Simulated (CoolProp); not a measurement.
Values from CoolProp's reference Helmholtz-energy equation of state, Lemmon 2005. It is a short technical equation, of lower accuracy than the large ones.

### Question
Give the vapour pressure (kPa), liquid density (kg/m³), vapour density (kg/m³), liquid cp (kJ/(kg K)) of saturated isobutene at 327.3, 346.5, 394.3 K.

### Answer
| T (K) | p (kPa) | liquid density (kg/m³) | vapour density (kg/m³) | liquid cp (kJ/(kg K)) |
|---|---|---|---|---|
| 327.3 | 677 | 550 | 16.5 | 2.56 |
| 346.5 | 1060 | 520 | 26.1 | 2.73 |
| 394.3 | 2690 | 420 | 79.0 | 3.78 |
